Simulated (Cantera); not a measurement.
Standard-state values (1 bar) from the NASA 1993 polynomials, evaluated with Cantera. Values are per mole of reaction as written; species without (g) are pure solids or liquids, kept so even where they would boil at 1 bar.

**Question.** Between 1023 and 1423 K, where is each reaction favourable under standard conditions?
- N2O(g) + 3 Br2(g) + 3 BaO ⇌ 3 BaBr2 + 2 NO2(g)

**Answer.** 
- N2O(g) + 3 Br2(g) + 3 BaO ⇌ 3 BaBr2 + 2 NO2(g): ΔG° is -493 kJ at 1023 K and -436 kJ at 1423 K; it stays negative (K > 1). ΔH° is -592 kJ and ΔS° -110 J/K at 1423 K.
